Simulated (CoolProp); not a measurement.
Dry air at 356.6 K and 0.37 MPa is compressed adiabatically to 2.12 MPa with isentropic efficiency 0.8. Each further row changes one setting.

The numbers come from the reference Helmholtz-energy equation of state, Lemmon 2000 in CoolProp. It is a pseudo-pure fit of the blend.

| case | work (kJ/kg) | final temperature (K) | final density (kg/m³) |
|---|---|---|---|
| as stated | (withheld) | (withheld) | (withheld) |
| efficiency 1 | 232 | (withheld) | (withheld) |
| efficiency 0.65 | (withheld) | (withheld) | (withheld) |

Task: Some entries are withheld; supply them.

Result: 
- as stated, work (kJ/kg): 290
- as stated, final temperature (K): 637.2
- as stated, final density (kg/m³): 11.5
- efficiency 1, final temperature (K): 582.5
- efficiency 1, final density (kg/m³): 12.6
- efficiency 0.65, work (kJ/kg): 357
- efficiency 0.65, final temperature (K): 699.6
- efficiency 0.65, final density (kg/m³): 10.5
